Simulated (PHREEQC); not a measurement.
Make-up at 20 °C: 2.2 mmol/kgw TMAH, 0.0027 mmol/kgw H4SiO4 and 99 mmol/kgw Na2CO3. Closed to the air; pH follows from the charge balance.

Model: ion-association model, phreeqc.dat, run in PHREEQC.

Precipitation was switched off in this run.

### Question
Order these C species by the share of C that they hold, largest first: NaCO3-, HCO3-, CO3-2.

### Answer
CO3-2 (58 %), NaCO3- (40 %), HCO3- (1.5 %)

The pH is 11.58 and the ionic strength 0.218 mol/kgw. (CH3)4N+ isn't in the database: it is added as a free cation with an ion size of 4 Å.
